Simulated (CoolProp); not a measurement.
Properties of R124 along the isotherm 165.55 °C (Tc = 122.3 °C, pc = 36.24 bar, ω = 0.288).

Computed with CoolProp (reference Helmholtz-energy equation of state, de Vries 1995).

```json
[
 {"p (bar)": "0.573", "phase": "gas", "density (kg/m³)": "2.152", "isothermal compressibility (1/MPa)": "17.52", "viscosity (µPa s)": "18.9", "conductivity (mW/(m K))": "25.5"},
 {"p (bar)": "1.02", "phase": "gas", "density (kg/m³)": "3.843", "isothermal compressibility (1/MPa)": "9.871", "viscosity (µPa s)": "18.9", "conductivity (mW/(m K))": "25.5"},
 {"p (bar)": "1.81", "phase": "gas", "density (kg/m³)": "6.855", "isothermal compressibility (1/MPa)": "5.593", "viscosity (µPa s)": "18.9", "conductivity (mW/(m K))": "25.5"},
 {"p (bar)": "3.22", "phase": "gas", "density (kg/m³)": "12.31", "isothermal compressibility (1/MPa)": "3.175", "viscosity (µPa s)": "18.9", "conductivity (mW/(m K))": "25.6"},
 {"p (bar)": "5.73", "phase": "gas", "density (kg/m³)": "22.31", "isothermal compressibility (1/MPa)": "1.817", "viscosity (µPa s)": "18.9", "conductivity (mW/(m K))": "25.8"},
 {"p (bar)": "10.2", "phase": "gas", "density (kg/m³)": "41.05", "isothermal compressibility (1/MPa)": "1.057", "viscosity (µPa s)": "19.0", "conductivity (mW/(m K))": "26.2"},
 {"p (bar)": "18.1", "phase": "gas", "density (kg/m³)": "77.71", "isothermal compressibility (1/MPa)": "0.6399", "viscosity (µPa s)": "19.3", "conductivity (mW/(m K))": "27.0"},
 {"p (bar)": "32.2", "phase": "gas", "density (kg/m³)": "159.3", "isothermal compressibility (1/MPa)": "0.4264", "viscosity (µPa s)": "20.6", "conductivity (mW/(m K))": "29.2"},
 {"p (bar)": "57.3", "phase": "supercritical", "density (kg/m³)": "418.4", "isothermal compressibility (1/MPa)": "0.3545", "viscosity (µPa s)": "31.4", "conductivity (mW/(m K))": "38.7"},
 {"p (bar)": "102", "phase": "supercritical", "density (kg/m³)": "827.5", "isothermal compressibility (1/MPa)": "0.04866", "viscosity (µPa s)": "72.1", "conductivity (mW/(m K))": "47.0"},
 {"p (bar)": "181", "phase": "supercritical", "density (kg/m³)": "1006", "isothermal compressibility (1/MPa)": "0.01393", "viscosity (µPa s)": "103", "conductivity (mW/(m K))": "53.4"}
]
```

Viscosity comes from a separate model (Bell 2016), an estimate that may be off by 10 % or more. Thermal conductivity comes from a separate model (Huber 2003), an estimate that may be off by 10 % or more.
